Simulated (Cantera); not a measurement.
A closed system holds: 1 mol SiHCl3, 0.48 mol Cl2, 11 mol H2, at 952 °C and 42.0 mbar.

Equilibrium computed with Cantera from the NASA thermochemical tables; the gas is ideal and each condensed phase is pure. Candidate condensed phases: Si; 19 gas species. The tables' values for SiCl3 are old estimates; treat these amounts as uncertain. Rates play no part.

Base state: H2 0.843, HCl 0.0860, SiCl4 0.0305, SiCl2 0.0214, SiHCl3 0.00934, SiCl3 0.00909, SiH2Cl2 0.000382 (mole fractions); condensed: Si(s).

**Question.** What changes in the equilibrium state with this change: temperature from 952 °C to 825 °C?

**Answer.** 
```tsv
species	before	after
H2	0.843	0.881
SiCl4	0.0305	0.0507
HCl	0.0860	0.0451
SiCl2	0.0214	0.00468
SiHCl3	0.00934	0.0144
SiCl3	0.00909	0.00411
SiH2Cl2	0.000382	0.000491
Si(s), mol	0.0874	0.0611
```
